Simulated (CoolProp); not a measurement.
Computed with CoolProp (reference Helmholtz-energy equation of state, Lemmon 2005).

Q: For R125, give the phase and the expansivity (1/kK), Prandtl number at 383.4 K and 5.43 MPa.

A: 
- 383.4 K and 5.43 MPa: supercritical; expansivity 13.4, Prandtl number 1.31

Viscosity comes from a separate model (Huber 2006). Thermal conductivity comes from a separate model (Perkins 2006).
